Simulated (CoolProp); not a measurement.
Vapour-liquid equilibrium of R134a (1) + R1234ze(E) (2) at 1610 kPa; x and y are mole fractions of (1).

Model: multi-fluid Helmholtz-energy mixture model, Tillner-Roth 1994 and Thol 2016; pair parameters Bell 2022, in CoolProp.

```tsv
x	bubble temperature, mixture model (°C)	bubble temperature, Raoult's law (°C)	y, mixture model	y, Raoult's law
0.05	69.0	69.3	0.064	0.065
0.2	66.4	67.3	0.239	0.247
0.35	64.2	65.4	0.397	0.415
0.5	62.4	63.6	0.544	0.568
0.65	60.9	61.9	0.684	0.710
0.8	59.6	60.2	0.821	0.840
0.95	58.5	58.7	0.955	0.962
```

The largest gap from Raoult's law is -1.2 K in bubble temperature, at x = 0.35. No azeotrope shows between x = 0.05 and 0.95.

The pair parameters rest on a limited set of measurements; away from them the model extrapolates.
